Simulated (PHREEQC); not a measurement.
Consider water at 25 °C with 23 mmol/kgw CdCl2 and 1.8 mmol/kgw NaCl. Closed to the air; pH follows from the charge balance.

Model: ion-association model, phreeqc.dat, run in PHREEQC.

Precipitation was switched off in this run.

Question: Order these Cd species by the share of Cd that they hold, largest first: CdCl2, CdCl+, CdCl3-, Cd+2.

Answer: CdCl+ (56 %), Cd+2 (38 %), CdCl2 (5.2 %), CdCl3- (0.11 %)

Question: Order these Cl species by the share of Cl that they hold, largest first: CdCl2, CdCl+, CdCl3-, Cl-.

Answer: Cl- (68 %), CdCl+ (27 %), CdCl2 (5.0 %), CdCl3- (0.15 %)

The pH is 5.69 and the ionic strength 0.0412 mol/kgw. Complexes and solids missing from the database can't appear.
